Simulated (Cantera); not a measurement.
Mixture: H2 : O2 : N2 : NO = 1 : 0.649 : 3.05 : 0.0099 (molar parts), at 5.00 bar, adiabatic and at constant pressure. Ignition delay is the time to a rise of 400 K.

Detailed kinetics in Cantera: GRI-Mech 3.0 (53 species, 325 reactions). The hydrogen kinetics of GRI-Mech 3.0 are dated; newer H2 mechanisms differ, most at raised pressure. The mechanism lacks 2 NO + O2 → 2 NO2 and HONO, so NO2 and the effect of NO are under-described below about 1400 K. Where the delays flatten at high temperature, the 400 K rule measures the pace of heat release, not the induction time.

Problem. Predict: delay at 1123 K; delay at 1323 K; delay at 1523 K; delay at 1723 K; delay at 1923 K.

Solution. 
| Item | Result |
|---|---|
| delay at 1123 K | 33.2 µs |
| delay at 1323 K | 6.78 µs |
| delay at 1523 K | 3.24 µs |
| delay at 1723 K | 2.23 µs |
| delay at 1923 K | 1.96 µs |
